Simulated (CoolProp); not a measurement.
Saturation properties of n-perfluoropentane (Tc = 421.0 K, pc = 2063 kPa, ω = 0.436).

Values from CoolProp's reference Helmholtz-energy equation of state, Gao 2022.

```
T (K)  p (kPa)  vapour density (kg/m³)  enthalpy of vaporisation (kJ/kg)
-----  -------  ----------------------  --------------------------------
194.9   0.1105                       ?                             117.7
200.6   0.1997                 0.03450                             116.4
206.3   0.3469                 0.05829                             115.0
212.1   0.5867                 0.09592                                 ?
217.8   0.9515                  0.1516                             112.3
223.5    1.498                  0.2327                             111.0
229.2    2.294                  0.3478                             109.6
235      3.449                  0.5106                                 ?
240.7    5.031                  0.7281                             106.9
246.4    7.182                   1.017                             105.5
252.1    10.05                   1.395                             104.1
257.9    13.89                   1.890                             102.7
```

Question: Complete the blanks.

Answer: 
- 194.9, vapour density (kg/m³): 0.01965
- 212.1, enthalpy of vaporisation (kJ/kg): 113.6
- 235, enthalpy of vaporisation (kJ/kg): 108.2

It boils at 302.5 K under 1 atm.
